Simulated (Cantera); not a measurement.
Adiabatic ignition

An adiabatic, constant-pressure homogeneous reactor starts with C₃H₈ : O₂ : N₂ = 1 : 3.33 : 12.5 (molar parts), at 1750 K and 8.98 atm.

Model: GRI-Mech 3.0 (53 species, 325 reactions), integrated in Cantera. GRI-Mech 3.0 was tuned for natural gas; its chemistry of propane as a main component is partial and can be far from experiment. Above 3000 K some thermodynamic fits are extrapolated.

```
t (s)     T (K)  x C₃H₈     x O₂     x HO₂      x H   x C₂H₆
--------  -----  ------  -------  --------  -------  -------
1.00e-6    1726  0.0418    0.188  0.000435  9.08e-5  0.00214
5.55e-6    2908  <1e-12  0.00317   4.33e-6   0.0224   <1e-12
3.08e-5    3029  <1e-12  0.00145   2.14e-6   0.0138   <1e-12
0.000171   3020  <1e-12  0.00131   1.94e-6   0.0135   <1e-12
0.000949   3019  <1e-12  0.00130   1.92e-6   0.0135   <1e-12
0.00527    3019  <1e-12  0.00130   1.92e-6   0.0135   <1e-12
0.0292     3019  <1e-12  0.00130   1.92e-6   0.0135   <1e-12
0.162      3019  <1e-12  0.00130   1.92e-6   0.0135   <1e-12
0.901      3019  <1e-12  0.00130   1.92e-6   0.0135   <1e-12
5.00       3019  <1e-12  0.00130   1.92e-6   0.0135   <1e-12
```
x: mole fraction; the columns are a selection and need not sum to one.

```json
{
  "time_of_steepest_temperature_rise": "3.35 µs",
  "temperature at 5.00 s": "3019 K",
  "equilibrium_temperature": "3019 K",
  "x(C₃H₈) at 5.00 s": "<1e-12 (gas-phase equilibrium <1e-12)",
  "x(O₂) at 5.00 s": "0.00130 (gas-phase equilibrium 0.00130)",
  "x(HO₂) at 5.00 s": "1.92e-6 (gas-phase equilibrium 1.92e-6)"
}
```
